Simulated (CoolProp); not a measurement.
Vapour-liquid equilibrium of m-xylene (1) + o-xylene (2) at 519 K; x and y are mole fractions of (1).

The numbers come from the multi-fluid Helmholtz-energy mixture model, Zhou 2012 and Zhou 2012; pair parameters Bell 2016 in CoolProp.

| x | bubble pressure (MPa) | y at the bubble point | dew pressure at overall composition x (MPa) | liquid density (mol/L) |
|---|---|---|---|---|
| 0.05 | 0.8296 | 0.054 | 0.8293 | 6.166 |
| 0.15 | 0.8388 | 0.161 | ? | 6.143 |
| 0.25 | 0.8484 | 0.267 | 0.8469 | 6.119 |
| 0.35 | 0.8584 | 0.371 | 0.8564 | ? |
| 0.45 | 0.8686 | ? | 0.8663 | 6.071 |
| 0.55 | 0.8788 | 0.572 | 0.8765 | ? |
| 0.65 | 0.8890 | ? | ? | 6.024 |
| 0.75 | 0.8991 | ? | 0.8974 | 6.000 |
| 0.85 | 0.9089 | ? | 0.9078 | 5.977 |
| 0.95 | 0.9184 | 0.954 | 0.9180 | 5.954 |

Question: Some entries are withheld; supply them.

Answer: 
- 0.15, dew pressure at overall composition x (MPa): 0.8378
- 0.35, liquid density (mol/L): 6.095
- 0.45, y at the bubble point: 0.472
- 0.55, liquid density (mol/L): 6.047
- 0.65, y at the bubble point: 0.670
- 0.65, dew pressure at overall composition x (MPa): 0.8869
- 0.75, y at the bubble point: 0.766
- 0.85, y at the bubble point: 0.860

No azeotrope shows between x = 0.05 and 0.95.

The pair parameters rest on a limited set of measurements; away from them the model extrapolates.
